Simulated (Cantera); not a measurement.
# Si + HCl + N2 (silicon etching in halogen gases)

Input: 1 mol Si, 3.2 mol HCl, 1 mol N2, at 5100 Pa.

Equilibrium computed with Cantera from the NASA thermochemical tables; the gas is ideal and each condensed phase is pure. Candidate condensed phases: NH4Cl, Si, Si3N4; 28 gas species. N2 is the only nitrogen source here; it is nearly inert below about 1500 K, so the nitride shown seldom forms there in practice. The tables' values for SiCl3 are old estimates; treat these amounts as uncertain. The numbers say what is thermodynamically allowed, not how fast it happens.

From 1023 K to 1248 K the condensed part is Si3N4(s). The main Si-bearing gas is SiCl4 throughout. The share of Si in condensed phases is highest at 1248 K (57.9 %) and lowest at 1023 K (55.1 %).

```tsv
T (K)	x HCl	x H2	x N2	x SiCl4	n Si3N4(s)
1023	0.415	0.265	0.187	0.132	0.184
1048	0.421	0.262	0.186	0.130	0.185
1073	0.426	0.259	0.185	0.129	0.187
1098	0.431	0.256	0.184	0.127	0.188
1123	0.436	0.253	0.183	0.126	0.189
1148	0.440	0.251	0.183	0.124	0.190
1173	0.444	0.249	0.182	0.122	0.191
1198	0.448	0.246	0.181	0.120	0.192
1223	0.451	0.244	0.181	0.118	0.193
1248	0.454	0.242	0.180	0.116	0.193
```
x: gas mole fraction; n: condensed amount in mol.
